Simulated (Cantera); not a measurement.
Charge: 1 mol MgO, 0.019 mol C, 0.23 mol H₂, held at 2598.15 K and 5250 Torr.

Equilibrium computed with Cantera from the NASA thermochemical tables; the gas is ideal and each condensed phase is pure. Candidate condensed phases: C, C₆H₆, C₇H₈, C₈H₁₈, H₂O, Mg, MgCO₃, MgO, Mg(OH)₂; 116 gas species. The tables' values for MgH are old estimates; treat these amounts as uncertain. The numbers say what is thermodynamically allowed, not how fast it happens.

Base state: H₂ 0.817, Mg 0.0806, CO 0.0693, H₂O 0.0149, H 0.0130, MgH 0.00398, MgOH 0.000991, CO₂ 0.000195 (mole fractions); condensed: MgO(s).

Task: What changes in the equilibrium state with this change: pressure from 5250 Torr to 7.50 Torr?

Result: 
| species | before | after |
|---|---|---|
| Mg | 0.0806 | 0.427 |
| H₂O | 0.0149 | 0.180 |
| H | 0.0130 | 0.104 |
| H₂ | 0.817 | 0.0747 |
| O₂ | 4.18e-9 | 0.0511 |
| O | 5.64e-7 | 0.0522 |
| OH | 5.47e-5 | 0.0578 |
| MgO | 2.41e-5 | 0.0169 |
| CO | 0.0693 | 0.0204 |
| CO₂ | 0.000195 | 0.00760 |
| MgH | 0.00398 | 0.000241 |
| Mg(OH)₂ | 2.27e-5 | 0.000274 |
| MgOH | 0.000991 | 0.00793 |
| MgO(s), mol | 0.977 | 0.693 |
